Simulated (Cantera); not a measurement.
Input (Python, Cantera) and output of one run.

```python
import numpy as np
import cantera as ct

gas_names = """
    CL CL2 H HCL H2 Si SiCL SiCL2 SiCL3 SiCL4 SiH SiHCL3 SiH2 SiH2CL2 SiH3 SiH3CL SiH4 Si2 Si3
""".split()
cond_names = """
    Si(cr) Si(L)
""".split()


# ... load() reads the species with a 1 bar reference pressure and builds the phases ...
atoms = {
    'Si2Cl6': {'Si': 2, 'CL': 6},
    'HCl': {'H': 1, 'CL': 1},
    'H2': {'H': 2},
}
top_T = {}  # K; cautious upper limits of use, not melting points


# ... equilibrate(T, P, feed) seeds the gas with the atoms and calls Mixture.equilibrate('TP', solver="vcs", rtol=1e-11, max_steps=5000) ...
results = []
feed = {'Si2Cl6': 1, 'HCl': 4.3, 'H2': 830}  # mol
T = 1798  # K
P = 1200  # Pa
mix = equilibrate(T, P, feed)
results.append((T, P, feed, dict(zip(mix.species_names, mix.species_moles))))
x = sorted(zip(gas.X, gas.species_names), reverse=True)
print(f"T = {T:g} K  P = {P:g} Pa  gas = {mix.phase_moles(0):.4g} mol")
print("   x: " + "  ".join(f"{s} {v:.3e}" for v, s in x if v > 0.001))
print("   condensed (mol): " + ("  ".join(f"{mix.phase(i).name} {mix.phase_moles(i):.4g}"
      for i in range(1, mix.n_phases) if mix.phase_moles(i) > 1e-12) or "none"))
```

Output:

```
T = 1798 K  P = 1200 Pa  gas = 838.9 mol
   x: H2 9.846e-01  HCL 1.140e-02  H 3.189e-03
   condensed (mol): Si(L) 1.362
```

Method: chemical equilibrium by Gibbs-energy minimisation in Cantera with the NASA 1993 tables (ideal gas, pure condensed phases). The feed counts by its element totals alone. The tables' values for SiCl are old estimates; treat these amounts as uncertain. Gases not in the tables: Si2H6 and higher silanes.
